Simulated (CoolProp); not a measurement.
Saturation properties of hexamethyldisiloxane (MM).

Values from CoolProp's reference Helmholtz-energy equation of state, Thol 2016.

```
T (°C)  p (kPa)  liquid density (kg/m³)  vapour density (kg/m³)  liquid cp (kJ/(kg K))
------  -------  ----------------------  ----------------------  ---------------------
60.25     26.43                   721.4                   1.587                  1.996
69.85     37.73                   710.7                   2.218                  2.023
79.55     52.76                   699.6                   3.043                  2.052
89.25     72.19                   688.3                   4.095                  2.081
98.85     96.54                   676.9                   5.399                  2.110
108.55    127.2                   665.0                   7.032                  2.141
118.15    164.5                   652.9                   9.015                  2.172
127.85    210.2                   640.3                   11.45                  2.205
137.55    265.0                   627.2                   14.40                  2.239
147.15    329.3                   613.7                   17.91                  2.275
156.85    405.7                   599.4                   22.18                  2.313
166.55    494.8                   584.3                   27.32                  2.356
```

It boils at 100.5 °C under 1 atm.
